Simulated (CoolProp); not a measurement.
Vapour-liquid equilibrium of R13 (1) + propylene (2) at 0.0401 MPa; x and y are mole fractions of (1).

Computed with CoolProp (multi-fluid Helmholtz-energy mixture model, Platzer 1990 and Lemmon 2013; pair parameters Bell 2016). This equation is an older, rougher fit; its heat capacities, sound speeds and derivatives of the liquid may be far off and weren't checked against measurements.

### Question
Give the bubble temperature and the first vapour's composition at x = 0.05, 0.15, 0.25. Is there an azeotrope?

### Answer
x = 0.05: 199.2 K, y = 0.389; x = 0.15: 190.4 K, y = 0.680; x = 0.25: 185.9 K, y = 0.785. No azeotrope shows between x = 0.05 and 0.95.

The pair parameters rest on a limited set of measurements; away from them the model extrapolates.
